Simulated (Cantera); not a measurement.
**Thermodynamics of metals in furnace atmospheres, feed Cu + H₂O + CO**

A closed system holds: 1 mol Cu, a varied amount of H₂O, 8.3 mol CO, equilibrated at 1.00 bar.

These are equilibrium values from Cantera (NASA tables, ideal gas, pure condensed phases), not measurements of a reactor. Candidate condensed phases: C, C₆H₆, C₇H₈, C₈H₁₈, Cu, CuO, Cu(OH)₂, Cu₂O, H₂O; 113 gas species. Rates play no part.

Stable condensed phases:

```
T in K \ n(H₂O) in mol
         0.018 0.033 0.064  0.12  0.23  0.44  0.84   1.6     3
   1275      A     A     B     B     B     B     B     B     B
   1225      A     A     A     B     B     B     B     B     B
   1175      A     A     A     A     B     B     B     B     B
   1125      A     A     A     A     A     B     B     B     B
   1075      A     A     A     A     A     A     A     B     B
   1025      A     A     A     A     A     A     A     A     B
    975      A     A     A     A     A     A     A     A     A
    925      A     A     A     A     A     A     A     A     A
    875      A     A     A     A     A     A     A     A     A
```

A: C + Cu; B: Cu.
